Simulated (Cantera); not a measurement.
# Premixed flame

A freely propagating, adiabatic, planar premixed flame of H2 : O2 : N2 = 1 : 0.98 : 3.69 (molar parts), unburnt at 350 K and 55000 Pa; unity-Lewis-number transport, grid criteria slope 0.08 and curve 0.16, no radiation.

Detailed kinetics in Cantera: the H2/O2 subset of GRI-Mech 3.0, which has no nitrogen chemistry. Unity Lewis numbers drop preferential diffusion, which matters most where H2 and H carry the flame. Burning velocities carry a grid error of a few per cent, more on coarse grids. Lean hydrogen flames are cellular in practice and burn faster than this planar one.

```
z (mm)  T (K)  u (m/s)      x H2    x O2      x OH       x H       x O     x HO2
------  -----  -------  --------  ------  --------  --------  --------  --------
-1.74     350    0.973     0.176   0.173     <1e-8     <1e-8     <1e-8   1.76e-8
-1.16     350    0.974     0.176   0.173     <1e-8     <1e-8     <1e-8   2.50e-7
-0.872    352    0.978     0.176   0.173     <1e-8     <1e-8   2.53e-8   1.40e-6
-0.581    365     1.01     0.175   0.172   4.45e-8     <1e-8   3.02e-7   1.24e-5
-0.291    532     1.46     0.156   0.163   4.01e-5   3.52e-5   2.76e-5  0.000167
-0.145    818     2.21     0.118   0.146  0.000479   0.00222  0.000462  0.000136
0        1135     3.00    0.0596   0.119   0.00230    0.0121   0.00356   6.86e-5
0.145    1337     3.49    0.0211  0.0996   0.00516    0.0156   0.00761   4.42e-5
0.291    1446     3.74    0.0101  0.0933   0.00635    0.0116   0.00813   3.41e-5
0.581    1551     3.98   0.00563  0.0914   0.00646   0.00561   0.00582   2.48e-5
1.16     1627     4.15   0.00293  0.0914   0.00537   0.00191   0.00304   1.58e-5
2.32     1672     4.25   0.00120  0.0918   0.00371  0.000475   0.00124   8.01e-6
4.65     1692     4.29  0.000402  0.0922   0.00223   8.97e-5  0.000416   3.21e-6
```
x: mole fraction of selected species; z is measured from the peak of heat release.

```json
{
  "laminar_burning_velocity": "97.3 cm/s",
  "thermal_thickness": "0.581 mm",
  "peak x(OH)": "0.00657",
  "peak x(H)": "0.0160",
  "peak x(O)": "0.00828",
  "peak x(HO2)": "0.000192"
}
```
